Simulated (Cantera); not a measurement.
What does this Cantera script print?

```python
import numpy as np
import cantera as ct

gas_names = """
    C CH CH2 CH3 CH2OH CH3O CH4 CH3OH CN CO CO2 COOH C2 C2H CHCO,ketyl C2H2,acetylene C2H2,vinylidene
    CH2CO,ketene C2H3,vinyl CH3CN CH3CO,acetyl C2H4 C2H4O,ethylen CH3CHO,ethanal CH3COOH (HCOOH)2 C2H5
    C2H6 CH3OCH3 C2H5OH CCN CNC C2N2 C2O C3 C3H3,propargyl C3H4,allene C3H4,propyne C3H4,cyclo-
    C3H5,allyl C3H6,propylene C3H6,cyclo- C3H6O C3H7,n-propyl C3H7,i-propyl C3H8 C3H8O,1propanol
    C3H8O,2propanol C3O2 C4 C4H2 C4H4,1,3-cyclo- C4H6,butadiene C4H6,2-butyne C4H6,cyclo- C4H8,1-butene
    C4H8,cis2-buten C4H8,tr2-butene C4H8,isobutene C4H8,cyclo- (CH3COOH)2 C4H9,n-butyl C4H9,i-butyl
    C4H9,s-butyl C4H9,t-butyl C4H10,isobutane C4H10,n-butane C4N2 C5 C5H6,1,3cyclo- C5H8,cyclo-
    C5H10,1-pentene C5H10,cyclo- C5H11,pentyl C5H11,t-pentyl C5H12,n-pentane C5H12,i-pentane
    CH3C(CH3)2CH3 C6H2 C6H5,phenyl C6H5O,phenoxy C6H6 C6H5OH,phenol C6H10,cyclo- C6H12,1-hexene
    C6H12,cyclo- C6H13,n-hexyl C7H7,benzyl C7H8 C7H8O,cresol C7H14,1-heptene C7H15,n-heptyl
    C7H16,n-heptane C8H8,styrene C8H10,ethylbenz C8H16,1-octene C8H17,n-octyl C8H18,isooctane
    C8H18,n-octane C9H19,n-nonyl C10H8,naphthale C10H21,n-decyl C12H9,o-bipheny C12H10,bipheny H HCN HCO
    HCCN HNC HNCO HNO HNO2 HNO3 HO2 H2 HCHO,formaldehy HCOOH H2O H2O2 N NCO NH NH2 NH3 NH2OH NO NO2 NO3
    N2 N2H2 N2H4 N2O O OH O2 O3 Si SiC SiC2 SiC4H12 SiH SiH2 SiH3 SiH4 SiN SiO SiO2 Si2 Si2C Si2N Si3
""".split()
cond_names = """
    C(gr) C6H6(L) C7H8(L) C8H18(L),n-octa H2O(s) H2O(L) Si(cr) Si(L) SiC(b) SiO2(Lqz) SiO2(hqz) SiO2(L)
    Si2N2O(s) Si3N4(a)
""".split()


def load(file, names, dense=False):
    # The tables refer to 1 bar. Condensed volumes are neglected.
    table = {s.name: s for s in ct.Species.list_from_file(file)}
    out = []
    for n in names:
        d = dict(table[n].input_data)
        d["thermo"] = dict(d["thermo"], **{"reference-pressure": 1e5})
        if dense:
            d["equation-of-state"] = {"model": "constant-volume", "density": "1e6 g/cm^3"}
        out.append(ct.Species.from_dict(d))
    return out


gas = ct.Solution(thermo="ideal-gas", species=load("nasa_gas.yaml", gas_names))
cond = {s.name: ct.Solution(thermo="fixed-stoichiometry", species=[s], name=s.name)
        for s in load("nasa_condensed.yaml", cond_names, dense=True)}
atoms = {
    'SiC': {'Si': 1, 'C': 1},
    'H2O': {'H': 2, 'O': 1},
    'N2': {'N': 2},
}
top_T = {'C(gr)': 4500, 'SiC(b)': 3050, 'Si2N2O(s)': 2100, 'Si3N4(a)': 2400}  # K; cautious upper limits of use, not melting points


def equilibrate(T, P, feed):
    n = {}
    for name, mol in feed.items():
        for a, k in atoms[name].items():
            n[a] = n.get(a, 0.0) + k * mol
    gas.TPX = T, P, n
    mass = sum(n.values()) * gas.mean_molecular_weight
    gas.equilibrate("TP")
    valid = [c for c in cond.values() if c.min_temp <= T <= top_T.get(c.name, c.max_temp)]
    mix = ct.Mixture([(gas, mass / gas.mean_molecular_weight)] + [(c, 0.0) for c in valid])
    mix.T, mix.P = T, P
    mix.equilibrate("TP", solver="vcs", rtol=1e-11, max_steps=5000)
    return mix


results = []
T = 2048.15  # K
P = 0.18  # Pa
for m in [0.0025, 0.0045, 0.0082, 0.015, 0.028, 0.05, 0.092, 0.17, 0.31, 0.56, 1]:
    feed = {'SiC': 1, 'H2O': m, 'N2': 1.9}  # mol
    mix = equilibrate(T, P, feed)
    results.append((T, P, feed, dict(zip(mix.species_names, mix.species_moles))))

top = {s: max(r[3][s] / sum(r[3][g] for g in gas_names) for r in results) for s in gas_names}
cols = sorted((s for s in top if top[s] > 0.0001), key=lambda s: -top[s])[:9]
seen = [c for c in cond_names if any(r[3].get(c, 0) > 1e-12 for r in results)]
print("log10 of partial pressures in bar; condensed amounts in mol")
print(f"{'n(H2O)':>10s}" + "".join(f"{s[:9]:>10s}" for s in cols + seen))
for T, P, feed, n in results:
    ng = sum(n[g] for g in gas_names)
    print(f"{feed['H2O']:10.4g}" + "".join(f"{np.log10(max(n[s] / ng * P / 1e5, 1e-99)):10.3f}" for s in cols)
          + "".join(f"{n.get(c, 0):10.4g}" for c in seen))
```

Output:

```
log10 of partial pressures in bar; condensed amounts in mol
    n(H2O)        N2        Si         H        CO        H2      SiC2       HCN      Si2C       SiO     C(gr)
    0.0025    -5.929    -6.233    -8.513    -8.810   -11.728    -7.521   -10.580    -8.636   -11.721     0.894
    0.0045    -5.930    -6.234    -8.259    -8.556   -11.220    -7.522   -10.326    -8.638   -11.467     0.892
    0.0082    -5.932    -6.236    -8.001    -8.297   -10.704    -7.524   -10.069    -8.641   -11.210    0.8883
     0.015    -5.935    -6.239    -7.743    -8.038   -10.188    -7.527    -9.812    -8.647   -10.954    0.8814
     0.028    -5.941    -6.244    -7.480    -7.772    -9.662    -7.532    -9.552    -8.658   -10.694    0.8682
      0.05    -5.950    -6.254    -7.242    -7.530    -9.185    -7.542    -9.319    -8.677   -10.461    0.8458
     0.092    -5.967    -6.271    -7.001    -7.282    -8.704    -7.559    -9.087    -8.711   -10.230    0.8033
      0.17    -5.997    -6.301    -6.776    -7.046    -8.253    -7.589    -8.876    -8.771   -10.023    0.7243
      0.31    -6.046    -6.349    -6.578    -6.833    -7.858    -7.637    -8.703    -8.867    -9.859    0.5826
      0.56    -6.120    -6.422    -6.414    -6.650    -7.528    -7.710    -8.575    -9.014    -9.750    0.3301
         1    -6.224    -6.505    -6.283    -6.504    -7.268    -9.465    -9.333   -10.016    -8.851         0
```

Method: chemical equilibrium by Gibbs-energy minimisation in Cantera with the NASA 1993 tables (ideal gas, pure condensed phases). The tables' values for SiN are old estimates; treat these amounts as uncertain.
